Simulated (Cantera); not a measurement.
Premixed flame

A freely propagating, adiabatic, planar premixed flame of CH4 : O2 : N2 : CO2 = 1 : 1.82 : 4.73 : 1.4 (molar parts), unburnt at 525 K and 5.00 bar; mixture-averaged transport, grid criteria slope 0.08 and curve 0.16, no radiation.

Cantera simulation using GRI-Mech 3.0 (53 species, 325 reactions); the numbers are that mechanism's predictions, not measurements. Burning velocities carry a grid error of a few per cent, more on coarse grids.

```json
[
 {"z (mm)": "-0.428", "T (K)": "526", "u (m/s)": "0.372", "x CH4": "0.111", "x O2": "0.203", "x CO2": "0.156", "x H2O2": "7.79e-8", "x C2H6": "1.19e-7", "x HO2": "1.12e-7"},
 {"z (mm)": "-0.285", "T (K)": "531", "u (m/s)": "0.377", "x CH4": "0.111", "x O2": "0.202", "x CO2": "0.156", "x H2O2": "6.33e-7", "x C2H6": "1.48e-6", "x HO2": "9.19e-7"},
 {"z (mm)": "-0.214", "T (K)": "550", "u (m/s)": "0.391", "x CH4": "0.108", "x O2": "0.200", "x CO2": "0.156", "x H2O2": "2.75e-6", "x C2H6": "9.51e-6", "x HO2": "4.19e-6"},
 {"z (mm)": "-0.143", "T (K)": "657", "u (m/s)": "0.471", "x CH4": "0.0990", "x O2": "0.189", "x CO2": "0.155", "x H2O2": "1.39e-5", "x C2H6": "8.82e-5", "x HO2": "2.60e-5"},
 {"z (mm)": "-0.0713", "T (K)": "1114", "u (m/s)": "0.810", "x CH4": "0.0635", "x O2": "0.140", "x CO2": "0.159", "x H2O2": "3.99e-5", "x C2H6": "0.000699", "x HO2": "0.000121"},
 {"z (mm)": "-0.0357", "T (K)": "1530", "u (m/s)": "1.12", "x CH4": "0.0319", "x O2": "0.0918", "x CO2": "0.167", "x H2O2": "1.15e-5", "x C2H6": "0.000906", "x HO2": "0.000157"},
 {"z (mm)": "0", "T (K)": "1922", "u (m/s)": "1.42", "x CH4": "0.00516", "x O2": "0.0413", "x CO2": "0.180", "x H2O2": "2.45e-6", "x C2H6": "6.80e-5", "x HO2": "7.19e-5"},
 {"z (mm)": "0.0357", "T (K)": "2076", "u (m/s)": "1.53", "x CH4": "0.000127", "x O2": "0.0184", "x CO2": "0.195", "x H2O2": "7.56e-7", "x C2H6": "4.38e-8", "x HO2": "1.65e-5"},
 {"z (mm)": "0.0713", "T (K)": "2136", "u (m/s)": "1.57", "x CH4": "1.91e-6", "x O2": "0.0123", "x CO2": "0.204", "x H2O2": "5.75e-7", "x C2H6": "<1e-8", "x HO2": "9.56e-6"},
 {"z (mm)": "0.143", "T (K)": "2203", "u (m/s)": "1.61", "x CH4": "<1e-8", "x O2": "0.00827", "x CO2": "0.212", "x H2O2": "4.01e-7", "x C2H6": "<1e-8", "x HO2": "5.17e-6"},
 {"z (mm)": "0.285", "T (K)": "2261", "u (m/s)": "1.64", "x CH4": "<1e-8", "x O2": "0.00511", "x CO2": "0.218", "x H2O2": "2.54e-7", "x C2H6": "<1e-8", "x HO2": "2.44e-6"},
 {"z (mm)": "0.571", "T (K)": "2299", "u (m/s)": "1.67", "x CH4": "<1e-8", "x O2": "0.00294", "x CO2": "0.222", "x H2O2": "1.55e-7", "x C2H6": "<1e-8", "x HO2": "1.13e-6"},
 {"z (mm)": "1.14", "T (K)": "2318", "u (m/s)": "1.68", "x CH4": "<1e-8", "x O2": "0.00189", "x CO2": "0.224", "x H2O2": "1.06e-7", "x C2H6": "<1e-8", "x HO2": "6.37e-7"}
]
```
x: mole fraction of selected species; z is measured from the peak of heat release.

```json
{
  "laminar_burning_velocity": "37.1 cm/s",
  "thermal_thickness": "0.143 mm",
  "peak x(H2O2)": "4.00e-5",
  "peak x(C2H6)": "0.000971",
  "peak x(HO2)": "0.000157",
  "grid_points": "140"
}
```
